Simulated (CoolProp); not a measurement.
Properties of R141b at several states.

The numbers come from the reference Helmholtz-energy equation of state, Lemmon 2006 in CoolProp. It is a short technical equation, of lower accuracy than the large ones.

```csv
T (K),p (bar),phase,density (kg/m³),Joule-Thomson coefficient (K/MPa),isothermal compressibility (1/MPa)
266.4,3.7,liquid,___,-0.4294,0.001241
397.5,27.5,liquid,___,0.05547,___
406.9,7.55,gas,___,___,1.512
254,0.163,liquid,1316,-0.4444,___
270.3,3.47,liquid,1287,___,0.001289
```

**Question.** Fill in the missing entries.

**Answer.** 
- 266.4, density (kg/m³): 1294
- 397.5, density (kg/m³): 1020
- 397.5, isothermal compressibility (1/MPa): 0.006301
- 406.9, density (kg/m³): 29.35
- 406.9, Joule-Thomson coefficient (K/MPa): 16.92
- 254, isothermal compressibility (1/MPa): 0.001108
- 270.3, Joule-Thomson coefficient (K/MPa): -0.4238
